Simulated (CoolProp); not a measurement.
Properties of propylene along the isotherm 139.25 °C (Tc = 91.1 °C, pc = 4555 kPa, ω = 0.146).

Computed with CoolProp (reference Helmholtz-energy equation of state, Lemmon 2013).

```
p (kPa)          phase  density (kg/m³)  cp (kJ/(kg K))  Joule-Thomson coefficient (K/MPa)  isothermal compressibility (1/MPa)
-------  -------------  ---------------  --------------  ---------------------------------  ----------------------------------
1520               gas            20.28           2.070                              7.299                              0.7176
3040               gas            44.82           2.252                              7.831                              0.4012
4550               gas            75.81           2.571                              8.329                              0.3110
6070     supercritical            118.5           3.196                              8.456                              0.2828
7590     supercritical            179.2           4.179                              7.240                              0.2520
9110     supercritical            244.9           4.395                              4.781                              0.1540
10600    supercritical            290.5           3.949                              3.037                             0.08384
12100    supercritical            320.7           3.596                              2.067                             0.05202
13700    supercritical            343.5           3.356                              1.467                             0.03564
15200    supercritical            359.9           3.206                              1.108                             0.02710
16700    supercritical            373.2           3.098                             0.8578                             0.02171
18200    supercritical            384.4           3.017                             0.6733                             0.01803
19700    supercritical            394.1           2.954                             0.5317                             0.01539
21300    supercritical            403.2           2.900                             0.4129                             0.01329
22800    supercritical            410.9           2.858                             0.3232                             0.01177
```

The peak of cp marks the crossing from liquid-like to gas-like fluid above the critical point.
